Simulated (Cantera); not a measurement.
A Cantera script and what it prints.

```python
import numpy as np
import cantera as ct

gas_names = [...]  # 95 gases of nasa_gas.yaml made of C, F, H
cond_names = """
    C(gr) C6H6(L) C7H8(L) C8H18(L),n-octa
""".split()


# ... load() reads the species with a 1 bar reference pressure and builds the phases ...
atoms = {
    'C2F6': {'C': 2, 'F': 6},
    'CH4': {'C': 1, 'H': 4},
    'H2': {'H': 2},
}
top_T = {'C(gr)': 4500}  # K; cautious upper limits of use, not melting points


# ... equilibrate(T, P, feed) seeds the gas with the atoms and calls Mixture.equilibrate('TP', solver="vcs", rtol=1e-11, max_steps=5000) ...
results = []
feed = {'C2F6': 1, 'CH4': 0.11, 'H2': 0.33}  # mol
T = 3250  # K
P = 2700  # Pa
mix = equilibrate(T, P, feed)
results.append((T, P, feed, dict(zip(mix.species_names, mix.species_moles))))
print(gas.report(threshold=0.001))
for i in range(1, mix.n_phases):
    print(f"{mix.phase(i).name:16s} {mix.phase_moles(i):12.5e} mol")
```

It prints:

```
       temperature   3250 K
          pressure   2700 Pa
           density   0.002162 kg/m^3
  mean mol. weight   21.638 kg/kmol
   phase of matter   gas

                          1 kg             1 kmol
                     ---------------   ---------------
          enthalpy        8.2245e+06        1.7796e+08  J
   internal energy        6.9757e+06        1.5094e+08  J
           entropy             12760        2.7611e+05  J/K
    Gibbs function       -3.3247e+07       -7.1939e+08  J
 heat capacity c_p              1305             28237  J/K
 heat capacity c_v            920.74             19923  J/K

                      mass frac. Y      mole frac. X     chem. pot. / RT
                     ---------------   ---------------   ---------------
                 C         0.0071458          0.012873           -4.1673
                CF           0.13059          0.091127           -28.246
               CF2          0.037807          0.016359           -52.325
                C2         0.0092946         0.0083721           -8.3347
                C3          0.099887          0.059982           -12.502
                C5         0.0035834         0.0012911           -20.837
                 F           0.56212           0.64021           -24.079
                 H        0.00041875         0.0089889           -17.755
                HF           0.14819           0.16027           -41.834
     [  +86 minor]        0.00096229        0.00052062

C(gr)             0.00000e+00 mol
```

Cantera equilibrium calculation (NASA polynomials, part measured and part estimated; ideal gas, pure solids and liquids). The feed counts by its element totals alone.
